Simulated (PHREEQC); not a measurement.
Dissolve 8.6 mmol/kgw Pb(NO3)2, 0.93 mmol/kgw HNO3 and 1 mmol/kgw Na2SO4 at 25 °C. Closed to the air; pH follows from the charge balance.

Computed with PHREEQC (ion-association model, phreeqc.dat).

Precipitation was switched off in this run.

Task: Predict the pH, ionic strength.

Result: pH 3.10; ionic strength 0.0256 mol/kgw.

Task: In which forms is S present?

Result: PbSO4 53 %, SO4-2 45 %, HSO4- 2.2 % of the S.

Examples of supersaturated solids here: Anglesite. Others may be too.
